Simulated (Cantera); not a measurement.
Feed: 1 mol TiO2, 1.8 mol CH4, 0.058 mol CO, equilibrated at 1873.15 K and 435 Torr.

Method: chemical equilibrium by Gibbs-energy minimisation in Cantera with the NASA 1993 tables (ideal gas, pure condensed phases). Candidate condensed phases: C, C6H6, C7H8, C8H18, H2O, Ti, TiC, TiO, TiO2, Ti2O3, Ti3O5, Ti4O7; 113 gas species. Mutual solubility and eutectic melting of coexisting phases are not modelled. TiC: taken at fixed stoichiometry. Equilibrium is a limit: real reactors are often held back by kinetics, nucleation or transport.

Base state: H2 0.728, CO 0.271, H 0.000724, H2O 0.000356, CO2 3.22e-5, CH4 1.21e-5 (mole fractions); condensed: TiC(s) + Ti2O3(s).

Q: What changes in the equilibrium state with this change: pressure from 435 Torr to 10.0 Torr?

A: 
```tsv
species	before	after
H2	0.728	0.708
CO	0.271	0.288
H	0.000724	0.00471
CH4	1.21e-5	3.03e-8
H2O	0.000356	7.34e-5
CO2	3.22e-5	7.26e-6
TiC(s), mol	0.521	0.400
Ti2O3(s), mol	0.240	0
TiO(s), mol	0	0.600
```
TiC, TiO: taken at fixed stoichiometry. Condensed phases not in the tables: solid solutions among these carbides, nitrides and lower oxides.
